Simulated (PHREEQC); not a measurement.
3.7 g of hydrous ferric oxide (600 m²/g; 0.2 weak and 0.005 strong sites per Fe, Dzombak-Morel constants, diffuse double layer) in 1 kg of water with 0.1 mol/kgw of an inert sodium salt and 1.7 mmol/kgw ZnCl2 and 0.08 mmol/kgw PbCl2, at 25 °C; the pH is set by adding NaOH or the inert anion's acid. Oxygen alone is held at its pressure in air (log pO2 = -0.68). No CO2 enters from the air. Precipitation was switched off in this run.

Equilibrium calculation in PHREEQC: ion-association model, wateq4f.dat.

```
pH    Zn sorbed (%)  Pb sorbed (%)  surface charge σ (C/m²)  surface potential ψ (mV)
----  -------------  -------------  -----------------------  ------------------------
3               0.0           13.3                    0.364                       150
3.38            0.0           43.1                    0.356                       150
3.75            0.1           77.0                    0.340                       147
4.12            0.4           93.7                    0.314                       143
4.5             1.6           98.4                    0.277                       137
4.88            4.6           99.4                    0.234                       129
5.25            8.8           99.7                    0.191                       119
5.62           17.2           99.7                    0.153                       108
6              38.0           99.8                    0.122                        97
6.38           67.1           99.9                    0.098                        87
6.75           87.3          100.0                    0.079                        76
7.12           96.2          100.0                    0.060                        64
7.5            99.0          100.0                    0.042                        49
7.88           99.8          100.0                    0.026                        33
8.25           99.9          100.0                    0.012                        16
8.62          100.0          100.0                   -0.001                        -2
9             100.0          100.0                   -0.015                       -20
```

Species that the database lacks are ignored. The oxide is taken as insoluble; below pH 4 it would dissolve.
